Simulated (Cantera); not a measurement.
Source: NASA polynomial tables (part measured, part estimated), evaluated in Cantera. Values are per mole of reaction as written; species without (g) are pure solids or liquids, kept so even where they would boil at 1 bar.

Task: Between 300 and 2223 K, where is each reaction favourable under standard conditions?
- N2(g) + 6 F(g) = 2 NF3(g)
- 2 NF3(g) = 3 F2(g) + N2(g)
- 3 F2(g) + 2 N(g) = 2 NF3(g)

Result: 
- N2(g) + 6 F(g) = 2 NF3(g): ΔG° is -553 kJ at 300 K and 693 kJ at 2223 K; it changes sign between 300 and 1623 K. ΔH° is -744 kJ and ΔS° -646 J/K at 2223 K.
- 2 NF3(g) = 3 F2(g) + N2(g): ΔG° is 180 kJ at 300 K and -339 kJ at 2223 K; it changes sign between 300 and 1623 K. ΔH° is 236 kJ and ΔS° 259 J/K at 2223 K.
- 3 F2(g) + 2 N(g) = 2 NF3(g): ΔG° is -1091 kJ at 300 K and -324 kJ at 2223 K; it stays negative (K > 1). ΔH° is -1197 kJ and ΔS° -393 J/K at 2223 K.
